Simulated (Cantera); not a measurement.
A freely propagating, adiabatic, planar premixed flame of H2 : O2 : N2 = 1 : 0.926 : 3.48 (molar parts), unburnt at 598 K and 0.132 atm; mixture-averaged transport, grid criteria slope 0.08 and curve 0.16, no radiation.

Cantera simulation using the H2/O2 subset of GRI-Mech 3.0, which has no nitrogen chemistry; the numbers are that mechanism's predictions, not measurements. Burning velocities carry a grid error of a few per cent, more on coarse grids. Lean hydrogen flames are cellular in practice and burn faster than this planar one.

How do the results move with these cheaper or finer settings: unity-Lewis-number transport; multicomponent transport; multicomponent+Soret transport; grid criteria slope 0.5, curve 1; grid criteria slope 0.25, curve 0.5; grid criteria slope 0.03, curve 0.06?


```tsv
setting	laminar burning velocity	thermal thickness	peak x(H)	peak x(OH)	grid points
as above	391 cm/s	6.12 mm	0.0378	0.0106	125
unity-Lewis-number transport	263 cm/s	4.08 mm	0.0439	0.0108	129
multicomponent transport	386 cm/s	6.08 mm	0.0376	0.0106	125
multicomponent+Soret transport	367 cm/s	6.03 mm	0.0365	0.0105	125
grid criteria slope 0.5, curve 1	698 cm/s	10.5 mm	0.0416	0.0106	37
grid criteria slope 0.25, curve 0.5	441 cm/s	6.97 mm	0.0393	0.0105	62
grid criteria slope 0.03, curve 0.06	379 cm/s	5.94 mm	0.0374	0.0106	283
```
Unity Lewis numbers drop preferential diffusion, which matters most where H2 and H carry the flame; Soret adds thermal diffusion.
